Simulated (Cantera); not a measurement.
Input (Python, Cantera) and output of one run.

```python
import numpy as np
import cantera as ct

gas_names = """
    C CO CO2 C2 C2O C3 C3O2 C4 C5 Ca CaO Ca2 O O2 O3
""".split()
cond_names = """
    C(gr) Ca(a) Ca(b) Ca(L) CaCO3(caL) CaO(s) CaO(L)
""".split()


# ... load() reads the species with a 1 bar reference pressure and builds the phases ...
atoms = {
    'CaCO3': {'Ca': 1, 'C': 1, 'O': 3},
    'O2': {'O': 2},
    'CO2': {'C': 1, 'O': 2},
}
top_T = {'C(gr)': 4500}  # K; cautious upper limits of use, not melting points


# ... equilibrate(T, P, feed) seeds the gas with the atoms and calls Mixture.equilibrate('TP', solver="vcs", rtol=1e-11, max_steps=5000) ...
results = []
feed = {'CaCO3': 1, 'O2': 0.28, 'CO2': 0.12}  # mol
T = 1575  # K
P = 5500  # Pa
mix = equilibrate(T, P, feed)
results.append((T, P, feed, dict(zip(mix.species_names, mix.species_moles))))
print(gas.report(threshold=0.001))
for i in range(1, mix.n_phases):
    print(f"{mix.phase(i).name:16s} {mix.phase_moles(i):12.5e} mol")
```

Result:

```
       temperature   1575 K
          pressure   5500 Pa
           density   0.017474 kg/m^3
  mean mol. weight   41.604 kg/kmol
   phase of matter   gas

                          1 kg             1 kmol
                     ---------------   ---------------
          enthalpy       -6.0881e+06       -2.5329e+08  J
   internal energy       -6.4029e+06       -2.6639e+08  J
           entropy            7600.7        3.1622e+05  J/K
    Gibbs function       -1.8059e+07       -7.5134e+08  J
 heat capacity c_p            1304.2             54262  J/K
 heat capacity c_v            1104.4             45947  J/K

                      mass frac. Y      mole frac. X     chem. pot. / RT
                     ---------------   ---------------   ---------------
               CO2           0.84607           0.79984            -63.61
                O2           0.15385           0.20003           -32.453
     [  +13 minor]        8.1127e-05        0.00012926

C(gr)             0.00000e+00 mol
Ca(L)             0.00000e+00 mol
CaO(s)            1.00000e+00 mol
```

Equilibrium computed with Cantera from the NASA thermochemical tables; the gas is ideal and each condensed phase is pure.
